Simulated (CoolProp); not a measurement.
Aqueous sodium chloride as a coolant, at -5 °C, 1 atm.

Computed with CoolProp (Melinder's fits for secondary coolants).

| mass % | freezing point (°C) | viscosity (mPa s) | conductivity (W/(m K)) | Prandtl number | density (kg/m³) |
|---|---|---|---|---|---|
| 9.4 | -6.1 | 2.41 | 0.547 | 16.3 | 1073 |
| 11.1 | -7.4 | 2.50 | 0.547 | 16.6 | 1087 |
| 12.7 | -8.8 | 2.59 | 0.546 | 17.0 | 1099 |
| 14.4 | -10.3 | 2.71 | 0.545 | 17.5 | 1113 |
| 16 | -11.9 | 2.83 | 0.544 | 18.1 | 1126 |
| 17.7 | -13.7 | 2.97 | 0.542 | 18.8 | 1140 |
| 19.3 | -15.6 | 3.12 | 0.541 | 19.6 | 1153 |
